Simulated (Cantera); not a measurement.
Charge: 1 mol MgCl2, 4 mol O2, 0.69 mol H2, at 0.0150 bar.

These are equilibrium values from Cantera (NASA tables, ideal gas, pure condensed phases), not measurements of a reactor. Candidate condensed phases: H2O, Mg, MgCl2, MgO, Mg(OH)2; 22 gas species. The numbers say what is thermodynamically allowed, not how fast it happens. All values below are at 1402 °C.

Base state: O2 0.648, HCl 0.208, Cl 0.0824, MgCl2 0.0346, H2O 0.0223, Cl2 0.00360, OH 0.000548, O 0.000225 (mole fractions); condensed: MgO(s).

What changes in the equilibrium state with this change: pressure from 0.0150 bar to 0.240 bar?


```csv
species,before,after
O2,0.648,0.662
HCl,0.208,0.215
Cl,0.0824,0.0444
Cl2,0.00360,0.0167
MgCl2,0.0346,0.0398
H2O,0.0223,0.0209
HOCl,7.43e-6,3.11e-5
O,0.000225,5.67e-5
"MgO(s), mol",0.811,0.787
```
